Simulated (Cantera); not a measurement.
A closed system holds: 1 mol Si3N4, 0.42 mol N2O, a varied amount of H2, at 95.0 Pa.

Equilibrium computed with Cantera from the NASA thermochemical tables; the gas is ideal and each condensed phase is pure. Candidate condensed phases: H2O, Si, SiO2, Si2N2O, Si3N4; 35 gas species. Mutual solubility and eutectic melting of coexisting phases are not modelled. Rates play no part.

Stable condensed phases, one row left out:

```
T in K \ n(H2) in mol
          6 11 16 21 27 32 37 42 47 52
   1900   A  A  A  A  A  A  A  A  A  A
   1825   A  A  A  A  A  A  A  A  A  A
   1750   A  A  A  A  A  A  A  A  A  A
   1675   A  A  A  A  A  A  A  A  A  A
   1525   B  C  C  C  D  D  D  D  D  D
   1450   B  B  B  B  B  C  C  C  C  C
   1375   B  B  B  B  B  B  B  B  B  B
   1300   B  B  B  B  B  B  B  B  B  B
   1225   B  B  B  B  B  B  B  B  B  B
   1150   B  B  B  B  B  B  B  B  B  B
   1075   B  B  B  B  B  B  B  B  B  B
   1000   B  B  B  B  B  B  B  B  B  B
    925   B  B  B  B  B  B  B  B  B  B
```

A: Si; B: Si2N2O + Si3N4; C: Si + Si2N2O + Si3N4; D: Si + Si2N2O.

Give the row for 1600 K.

6: Si + Si2N2O; 11: Si + Si2N2O; 16: Si + Si2N2O; 21: Si; 27: Si; 32: Si; 37: Si; 42: Si; 47: Si; 52: Si.
